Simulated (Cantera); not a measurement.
Input: 1 mol Si₃N₄, 480 mol H₂, 1.2 mol N₂, held at 1602 °C and 133 Pa.

Cantera equilibrium calculation (NASA polynomials, part measured and part estimated; ideal gas, pure solids and liquids). Candidate condensed phases: Si, Si₃N₄; 18 gas species. Gases not in the tables: Si₂H₆ and higher silanes. Rates play no part.

Base state: H₂ 0.970, H 0.0177, N₂ 0.00652, Si 0.00577, SiH 0.000192, SiH₂ 4.09e-5, Si₂ 3.67e-5 (mole fractions); condensed: gas only.

Problem. What changes in the equilibrium state with this change: temperature from 1602 °C to 1752 °C?

Solution. 
| species | before | after |
|---|---|---|
| H₂ | 0.970 | 0.937 |
| H | 0.0177 | 0.0510 |
| N₂ | 0.00652 | 0.00641 |
| Si | 0.00577 | 0.00584 |
| Si₂ | 3.67e-5 | 8.60e-6 |
| SiH₂ | 4.09e-5 | 1.53e-5 |
| SiH | 0.000192 | 0.000132 |
